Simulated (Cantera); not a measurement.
An isothermal, constant-pressure homogeneous reactor starts with NH₃ : N₂ = 1 : 9.3 (molar parts), at 1550 K and 42.8 Torr. Integrator tolerance rtol = 1e-08.

Model: the gas-phase N/H chemistry of the illustrative SiF4/NH3 mechanism in the Surface Chemkin manual (1991), integrated in Cantera. Walls and surfaces, which speed up NH3 decomposition in real reactors, are not modelled.

### Question
What does this change do: NH3 1 to 0.17 parts?

### Answer
```
quantity                                             before                                     after
-----------------  ----------------------------------------  ----------------------------------------
x(NH₃) at 3.00 s     0.0919 (gas-phase equilibrium 1.36e-7)    0.0167 (gas-phase equilibrium 1.28e-8)
x(H) at 3.00 s      1.43e-6 (gas-phase equilibrium 4.84e-5)   9.48e-7 (gas-phase equilibrium 2.16e-5)
x(N₂H₄) at 3.00 s    5.51e-9 (gas-phase equilibrium <1e-12)    1.04e-9 (gas-phase equilibrium <1e-12)
x(H₂) at 3.00 s       0.00700 (gas-phase equilibrium 0.133)    0.00187 (gas-phase equilibrium 0.0264)
x(NH₂) at 3.00 s   4.20e-5 (gas-phase equilibrium 1.13e-10)  1.82e-5 (gas-phase equilibrium 2.39e-11)
x(N) at 3.00 s       1.26e-8 (gas-phase equilibrium <1e-12)    1.62e-8 (gas-phase equilibrium <1e-12)
x(N₂) at 3.00 s         0.901 (gas-phase equilibrium 0.867)       0.981 (gas-phase equilibrium 0.974)
```

### Question
What does this change do: 0.43 parts H2 added?

### Answer
| quantity | before | after |
|---|---|---|
| x(NH₃) at 3.00 s | 0.0919 (gas-phase equilibrium 1.36e-7) | 0.0899 (gas-phase equilibrium 1.84e-7) |
| x(H) at 3.00 s | 1.43e-6 (gas-phase equilibrium 4.84e-5) | 6.89e-6 (gas-phase equilibrium 5.39e-5) |
| x(N₂H₄) at 3.00 s | 5.51e-9 (gas-phase equilibrium <1e-12) | 3.16e-9 (gas-phase equilibrium <1e-12) |
| x(H₂) at 3.00 s | 0.00700 (gas-phase equilibrium 0.133) | 0.0445 (gas-phase equilibrium 0.165) |
| x(NH₂) at 3.00 s | 4.20e-5 (gas-phase equilibrium 1.13e-10) | 3.18e-5 (gas-phase equilibrium 1.38e-10) |
| x(N) at 3.00 s | 1.26e-8 (gas-phase equilibrium <1e-12) | 2.69e-8 (gas-phase equilibrium <1e-12) |
| x(N₂) at 3.00 s | 0.901 (gas-phase equilibrium 0.867) | 0.866 (gas-phase equilibrium 0.835) |
